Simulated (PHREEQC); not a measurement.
A solution holds 0.0001 mol/kgw Ca(OH)2, 0.14 mol/kgw K2HPO4 and 0.0031 mol/kgw Na2S, at 25 °C. Closed to the air; pH follows from the charge balance.

Model: ion-association model, phreeqc.dat, run in PHREEQC.

| quantity | before | after |
|---|---|---|
| pH | 9.81 | 9.55 |
| ionic strength (mol/kgw) | 0.404 | 0.398 |
| K+ (mol/kgw) | 0.266 | 0.266 |
| HPO4-2 (mol/kgw) | 0.122 | 0.124 |
| KHPO4- (mol/kgw) | 0.0138 | 0.0140 |

### Question
Which change was made?
A) Na2S from 0.0031 to 0.0155 mol/kgw
B) Na2S from 0.0031 to 0.00155 mol/kgw
C) Ca(OH)2 left out
D) Ca(OH)2 replaced by CaBr2 at the same molality
E) diluted 5-fold with water

### Answer
B, Na2S from 0.0031 to 0.00155 mol/kgw

No solid was allowed to form. Some of these states are supersaturated (in Hydroxyapatite, for instance).
